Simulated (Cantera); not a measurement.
Charge: 1 mol Ni, 0.75 mol NH₃, 3.2 mol H₂, held at 1.40 bar.

Equilibrium computed with Cantera from the NASA thermochemical tables; the gas is ideal and each condensed phase is pure. Candidate condensed phases: Ni; 10 gas species. Equilibrium is a limit: real reactors are often held back by kinetics, nucleation or transport.

x: gas mole fraction; n: condensed amount in mol.

```
T (K)   x H₂    x N₂       x H     x Ni    x NH₃     x NH₂  n Ni(s)  n Ni(l)
-----  -----  ------  --------  -------  -------  --------  -------  -------
1423   0.920  0.0798   5.39e-6  5.91e-9  2.76e-5  4.04e-10     1.00        0
1473   0.920  0.0798         ?        ?        ?         ?     1.00        0
1523   0.920  0.0798         ?        ?        ?         ?     1.00        0
1573   0.920  0.0798   3.30e-5  1.76e-7  1.75e-5   1.78e-9    1.000        0
1623   0.920  0.0798   5.60e-5  4.71e-7  1.53e-5   2.74e-9    1.000        0
1673   0.920  0.0798   9.23e-5  1.19e-6  1.35e-5   4.11e-9    1.000        0
1723   0.920  0.0798  0.000148  2.85e-6  1.20e-5   6.03e-9    1.000        0
1773   0.920  0.0798  0.000231  6.29e-6  1.08e-5   8.66e-9        0    1.000
1823   0.920  0.0798  0.000351  1.32e-5  9.71e-6   1.22e-8        0    1.000
1873   0.920  0.0798  0.000523  2.67e-5  8.80e-6   1.68e-8        0    1.000
1923   0.919  0.0797  0.000763  5.18e-5  8.01e-6   2.29e-8        0    1.000
```

**Question.** Fill in the missing entries.

**Answer.** 
- 1523, x H: 1.87e-5
- 1523, x Ni: 6.12e-8
- 1523, x NH₃: 2.02e-5
- 1523, x NH₂: 1.12e-9
- 1473, x H: 1.03e-5
- 1473, x Ni: 1.98e-8
- 1473, x NH₃: 2.35e-5
- 1473, x NH₂: 6.84e-10
